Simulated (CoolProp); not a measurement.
A single-stage vapour-compression cycle with the fluid: evaporating at 248.15 K (dew point), condensing at 311.15 K (bubble point), superheat 10 K, subcooling 5 K, compressor efficiency 0.65, no pressure losses. The same conditions are run with several fluids, on thermodynamics alone (safety and materials aside).

Computed with CoolProp (reference Helmholtz-energy equation of state of each fluid (R142b: Lemmon 2006; R507A: Lemmon 2003; dimethyl ether: Wu 2011; CH2F2 (R32): Tillner-Roth 1997; R143a: Lemmon and Jacobsen 2000; hydrogen sulfide: Lemmon 2006)). Blends and air are pseudo-pure fits.

```
fluid             cooling COP  pressure ratio  discharge temperature (K)  refrigerating effect (kJ/kg)  volumetric capacity (kJ/m³)
----------------  -----------  --------------  -------------------------  ----------------------------  ---------------------------
R142b                    2.06            9.75                      359.6                    (withheld)                          404
R507A                    1.76      (withheld)                 (withheld)                           109                   (withheld)
dimethyl ether           2.06            8.41                      377.1                           343                          763
CH2F2 (R32)              1.87            7.05                 (withheld)                           257                         2250
R143a                    1.81            6.68                      351.2                           131                   (withheld)
hydrogen sulfide         1.91            5.98                      463.9                    (withheld)                         3000
```

Task: What belongs in the gaps?

Result: 
- R142b, refrigerating effect (kJ/kg): 166
- R507A, pressure ratio: 6.86
- R507A, discharge temperature (K): 346.1
- R507A, volumetric capacity (kJ/m³): 1410
- CH2F2 (R32), discharge temperature (K): 422.0
- R143a, volumetric capacity (kJ/m³): 1450
- hydrogen sulfide, refrigerating effect (kJ/kg): 389
